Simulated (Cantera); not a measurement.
Equilibrium for silicon carbide growth: SiH2Cl2 + C2H2 + H2

A closed system holds: 1 mol SiH2Cl2, 0.019 mol C2H2, 6.1 mol H2, at 420 Pa.

Cantera equilibrium calculation (NASA polynomials, part measured and part estimated; ideal gas, pure solids and liquids). Candidate condensed phases: C, C6H6, C7H8, C8H18, Si, SiC; 109 gas species. Mutual solubility and eutectic melting of coexisting phases are not modelled. The tables' values for SiCl, SiCl3 are old estimates; treat these amounts as uncertain. Gases not in the tables: Si2H6 and higher silanes. Rates play no part.

```json
[
 {"T (°C)": "1277", "log p H2": "-2.47", "log p HCl": "-3.29", "log p H": "-5.73", "log p Si": "-7.48", "log p SiCl2": "-3.59", "log p Cl": "-6.66", "n Si(s)": "0.461", "n SiC(s)": "0.0380", "n Si(l)": "0"},
 {"T (°C)": "1352", "log p H2": "-2.47", "log p HCl": "-3.30", "log p H": "-5.38", "log p Si": "-6.79", "log p SiCl2": "-3.58", "log p Cl": "-6.32", "n Si(s)": "0.452", "n SiC(s)": "0.0380", "n Si(l)": "0"},
 {"T (°C)": "1427", "log p H2": "-2.47", "log p HCl": "-3.30", "log p H": "-5.06", "log p Si": "-6.17", "log p SiCl2": "-3.58", "log p Cl": "-6.01", "n Si(s)": "0", "n SiC(s)": "0.0380", "n Si(l)": "0.447"},
 {"T (°C)": "1502", "log p H2": "-2.47", "log p HCl": "-3.29", "log p H": "-4.77", "log p Si": "-5.66", "log p SiCl2": "-3.60", "log p Cl": "-5.70", "n Si(s)": "0", "n SiC(s)": "0.0380", "n Si(l)": "0.461"},
 {"T (°C)": "1577", "log p H2": "-2.47", "log p HCl": "-3.27", "log p H": "-4.50", "log p Si": "-5.19", "log p SiCl2": "-3.62", "log p Cl": "-5.43", "n Si(s)": "0", "n SiC(s)": "0.0378", "n Si(l)": "0.467"},
 {"T (°C)": "1652", "log p H2": "-2.48", "log p HCl": "-3.27", "log p H": "-4.26", "log p Si": "-4.76", "log p SiCl2": "-3.64", "log p Cl": "-5.17", "n Si(s)": "0", "n SiC(s)": "0.0373", "n Si(l)": "0.456"},
 {"T (°C)": "1727", "log p H2": "-2.49", "log p HCl": "-3.26", "log p H": "-4.03", "log p Si": "-4.36", "log p SiCl2": "-3.66", "log p Cl": "-4.94", "n Si(s)": "0", "n SiC(s)": "0.0356", "n Si(l)": "0.408"},
 {"T (°C)": "1802", "log p H2": "-2.50", "log p HCl": "-3.27", "log p H": "-3.82", "log p Si": "-3.99", "log p SiCl2": "-3.69", "log p Cl": "-4.72", "n Si(s)": "0", "n SiC(s)": "0.0301", "n Si(l)": "0.279"},
 {"T (°C)": "1877", "log p H2": "-2.53", "log p HCl": "-3.28", "log p H": "-3.64", "log p Si": "-3.66", "log p SiCl2": "-3.75", "log p Cl": "-4.53", "n Si(s)": "0", "n SiC(s)": "0.0144", "n Si(l)": "0"},
 {"T (°C)": "1952", "log p H2": "-2.55", "log p HCl": "-3.24", "log p H": "-3.47", "log p Si": "-3.59", "log p SiCl2": "-3.90", "log p Cl": "-4.29", "n Si(s)": "0", "n SiC(s)": "0", "n Si(l)": "0"},
 {"T (°C)": "2027", "log p H2": "-2.59", "log p HCl": "-3.22", "log p H": "-3.31", "log p Si": "-3.53", "log p SiCl2": "-4.10", "log p Cl": "-4.08", "n Si(s)": "0", "n SiC(s)": "0", "n Si(l)": "0"}
]
```
log p: log10 of the partial pressure in bar; n: condensed amount in mol.

From 1277 °C to 1352 °C the condensed part is Si(s) + SiC(s). From 1427 °C to 1802 °C the condensed part is Si(l) + SiC(s). At 1877 °C the condensed part is SiC(s). From 1952 °C to 2027 °C nothing is condensed. The main Si-bearing gas is SiCl2 at 1277 °C and Si at 2027 °C.
